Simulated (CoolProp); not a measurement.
The numbers come from the reference Helmholtz-energy equation of state, Guder 2009 in CoolProp.

**Question.** For sulfur hexafluoride, give the phase and the density (kg/m³), speed of sound (m/s), expansivity (1/kK) at 315.6 K and 4.4 MPa; 365.1 K and 4.4 MPa; 427 K and 4.4 MPa.

**Answer.** 
- 315.6 K and 4.4 MPa: liquid; density 1200, speed of sound 158, expansivity 15.2
- 365.1 K and 4.4 MPa: supercritical; density 297, speed of sound 117, expansivity 8.29
- 427 K and 4.4 MPa: supercritical; density 210, speed of sound 145, expansivity 4.05
